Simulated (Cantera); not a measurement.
Stirred combustor or abatement burner

A perfectly stirred reactor is fed with 4.75 % CH4, 19.4 % O2, 72.6 % N2, 3.23 % CO2, at 5.00 bar; it is adiabatic with a 675 K inlet, and is followed from long to short residence time, starting on the burning branch (τ in s: 0.36, 0.093, 0.024, 0.0061, 0.0016, 0.0004, 0.0001, 2.7e-05, 6.8e-06).

Computed with Cantera and GRI-Mech 3.0 (53 species, 325 reactions).

```csv
τ (s),T (K),x CH4,x O2,x CO2,x C2H,x NO,x H2O2
0.36,1718,2.75e-6,0.0987,0.0797,<1e-12,9.24e-6,5.47e-8
0.093,1717,8.04e-6,0.0987,0.0796,<1e-12,5.02e-6,8.03e-8
0.024,1714,2.11e-5,0.0988,0.0794,2.37e-12,3.97e-6,1.38e-7
0.0061,1708,5.44e-5,0.0991,0.0788,9.65e-12,3.65e-6,2.50e-7
0.0016,1693,0.000141,0.0998,0.0772,3.03e-11,2.88e-6,4.49e-7
0.00040,1649,0.000460,0.103,0.0723,9.04e-11,1.41e-6,8.65e-7
0.00010,675,0.0475,0.194,0.0323,<1e-12,<1e-12,<1e-12
2.7e-5,675,0.0475,0.194,0.0323,<1e-12,<1e-12,<1e-12
6.8e-6,675,0.0475,0.194,0.0323,<1e-12,<1e-12,<1e-12
```
x: mole fraction; the columns are a selection and need not sum to one.
